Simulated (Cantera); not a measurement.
Input (Python, Cantera) and output of one run.

```python
import numpy as np
import cantera as ct

gas_names = """
    CL CL2 H HCL H2 N NH NH2 NH3 N2 N2H2 N2H4 Si SiCL SiCL2 SiCL3 SiCL4 SiH SiHCL3 SiH2 SiH2CL2 SiH3
    SiH3CL SiH4 SiN Si2 Si2N Si3
""".split()
cond_names = """
    NH4CL(a) NH4CL(b) Si(cr) Si(L) Si3N4(a)
""".split()


# ... load() reads the species with a 1 bar reference pressure and builds the phases ...
atoms = {
    'SiHCl3': {'Si': 1, 'H': 1, 'CL': 3},
    'N2': {'N': 2},
    'H2': {'H': 2},
}
top_T = {'Si3N4(a)': 2400}  # K; cautious upper limits of use, not melting points


# ... equilibrate(T, P, feed) seeds the gas with the atoms and calls Mixture.equilibrate('TP', solver="vcs", rtol=1e-11, max_steps=5000) ...
results = []
feed = {'SiHCl3': 1, 'N2': 23, 'H2': 8.4}  # mol
P = 133.322  # Pa
for T in [873, 973, 1073, 1173, 1273, 1373, 1473, 1573, 1673, 1773, 1873, 1973, 2073, 2173]:
    mix = equilibrate(T, P, feed)
    results.append((T, P, feed, dict(zip(mix.species_names, mix.species_moles))))
    x = sorted(zip(gas.X, gas.species_names), reverse=True)
    print(f"T = {T:g} K  P = {P:g} Pa  gas = {mix.phase_moles(0):.4g} mol")
    print("   x: " + "  ".join(f"{s} {v:.3e}" for v, s in x if v > 1e-05))
    print("   condensed (mol): " + ("  ".join(f"{mix.phase(i).name} {mix.phase_moles(i):.4g}"
          for i in range(1, mix.n_phases) if mix.phase_moles(i) > 1e-12) or "none"))
```

Output:

```
T = 873 K  P = 133.322 Pa  gas = 32.73 mol
   x: N2 6.824e-01  H2 2.263e-01  HCL 9.123e-02  SiCL4 1.046e-04
   condensed (mol): Si3N4(a) 0.3322
T = 973 K  P = 133.322 Pa  gas = 32.73 mol
   x: N2 6.823e-01  H2 2.262e-01  HCL 9.139e-02  SiCL4 6.505e-05
   condensed (mol): Si3N4(a) 0.3326
T = 1073 K  P = 133.322 Pa  gas = 32.73 mol
   x: N2 6.823e-01  H2 2.262e-01  HCL 9.145e-02  SiCL4 4.457e-05
   condensed (mol): Si3N4(a) 0.3328
T = 1173 K  P = 133.322 Pa  gas = 32.73 mol
   x: N2 6.823e-01  H2 2.262e-01  HCL 9.138e-02  SiCL2 4.712e-05  SiCL4 3.259e-05  SiCL3 1.248e-05
   condensed (mol): Si3N4(a) 0.3323
T = 1273 K  P = 133.322 Pa  gas = 32.74 mol
   x: N2 6.824e-01  H2 2.265e-01  HCL 9.063e-02  SiCL2 3.863e-04  SiCL3 3.786e-05  SiCL4 2.432e-05
   condensed (mol): Si3N4(a) 0.3284
T = 1373 K  P = 133.322 Pa  gas = 32.78 mol
   x: N2 6.828e-01  H2 2.280e-01  HCL 8.688e-02  SiCL2 2.142e-03  SiCL3 8.687e-05  H 4.355e-05  SiCL4 1.629e-05  CL 1.375e-05
   condensed (mol): Si3N4(a) 0.3088
T = 1473 K  P = 133.322 Pa  gas = 32.9 mol
   x: N2 6.839e-01  H2 2.326e-01  HCL 7.568e-02  SiCL2 7.516e-03  H 1.671e-04  SiCL3 1.281e-04  CL 4.407e-05
   condensed (mol): Si3N4(a) 0.2494
T = 1573 K  P = 133.322 Pa  gas = 33.11 mol
   x: N2 6.856e-01  H2 2.397e-01  HCL 5.764e-02  SiCL2 1.625e-02  H 5.452e-04  SiCL3 1.113e-04  CL 1.042e-04  SiCL 2.476e-05  Si 1.428e-05
   condensed (mol): Si3N4(a) 0.1523
T = 1673 K  P = 133.322 Pa  gas = 33.44 mol
   x: N2 6.877e-01  H2 2.450e-01  HCL 4.061e-02  SiCL2 2.425e-02  H 1.544e-03  Si 3.134e-04  CL 1.998e-04  SiCL 1.826e-04  SiCL3 6.701e-05  Si2N 1.133e-05
   condensed (mol): Si(cr) 0.1685
T = 1773 K  P = 133.322 Pa  gas = 33.54 mol
   x: N2 6.858e-01  H2 2.425e-01  HCL 4.187e-02  SiCL2 2.322e-02  H 3.837e-03  Si 1.598e-03  CL 5.091e-04  SiCL 5.052e-04  SiCL3 4.106e-05  Si2N 3.845e-05  SiH 3.547e-05  SiN 2.320e-05
   condensed (mol): Si(L) 0.1437
T = 1873 K  P = 133.322 Pa  gas = 33.81 mol
   x: N2 6.802e-01  H2 2.372e-01  HCL 4.335e-02  SiCL2 2.146e-02  H 8.609e-03  Si 6.394e-03  CL 1.192e-03  SiCL 1.187e-03  SiH 1.060e-04  Si2N 9.968e-05  SiN 6.932e-05  Si2 4.614e-05  SiCL3 2.589e-05  SiH2 1.125e-05  Si3 1.021e-05
   condensed (mol): none
T = 1973 K  P = 133.322 Pa  gas = 34.19 mol
   x: N2 6.726e-01  H2 2.251e-01  HCL 5.257e-02  H 1.753e-02  SiCL2 1.521e-02  Si 1.186e-02  CL 3.060e-03  SiCL 1.628e-03  SiH 1.487e-04  SiN 9.873e-05  Si2N 6.666e-05  Si2 5.770e-05  SiCL3 1.558e-05  SiH2 1.025e-05
   condensed (mol): none
T = 2073 K  P = 133.322 Pa  gas = 34.74 mol
   x: N2 6.619e-01  H2 2.097e-01  HCL 5.983e-02  H 3.298e-02  Si 1.764e-02  SiCL2 8.881e-03  CL 6.948e-03  SiCL 1.782e-03  SiH 1.696e-04  SiN 1.153e-04  Si2 5.111e-05  Si2N 3.345e-05
   condensed (mol): none
T = 2173 K  P = 133.322 Pa  gas = 35.49 mol
   x: N2 6.481e-01  H2 1.912e-01  HCL 6.130e-02  H 5.778e-02  Si 2.216e-02  CL 1.352e-02  SiCL2 4.071e-03  SiCL 1.564e-03  SiH 1.651e-04  SiN 1.160e-04  Si2 3.512e-05  Si2N 1.368e-05
   condensed (mol): none
```

Equilibrium computed with Cantera from the NASA thermochemical tables; the gas is ideal and each condensed phase is pure. N2 is the only nitrogen source here; it is nearly inert below about 1500 K, so the nitride shown seldom forms there in practice. The tables' values for SiCl, SiCl3, SiN are old estimates; treat these amounts as uncertain. Gases not in the tables: Si2H6 and higher silanes.
